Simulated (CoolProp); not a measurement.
Properties of octamethyltrisiloxane (MDM) at several states.

Values from CoolProp's reference Helmholtz-energy equation of state, Thol 2017.

```json
[
 {"T (K)": "500", "p (bar)": "7.61", "phase": "liquid", "density (kg/m³)": "568.5", "cp (kJ/(kg K))": "2.356", "expansivity (1/kK)": "3.319"},
 {"T (K)": "232.6", "p (bar)": "20.4", "phase": "liquid", "density (kg/m³)": "881.7", "cp (kJ/(kg K))": "1.663", "expansivity (1/kK)": "1.092"},
 {"T (K)": "510", "p (bar)": "55.1", "phase": "liquid", "density (kg/m³)": "600.8", "cp (kJ/(kg K))": "2.278", "expansivity (1/kK)": "2.051"},
 {"T (K)": "565.1", "p (bar)": "63.4", "phase": "liquid", "density (kg/m³)": "538.2", "cp (kJ/(kg K))": "2.390", "expansivity (1/kK)": "2.439"},
 {"T (K)": "455.4", "p (bar)": "85.7", "phase": "liquid", "density (kg/m³)": "676.4", "cp (kJ/(kg K))": "2.136", "expansivity (1/kK)": "1.483"}
]
```
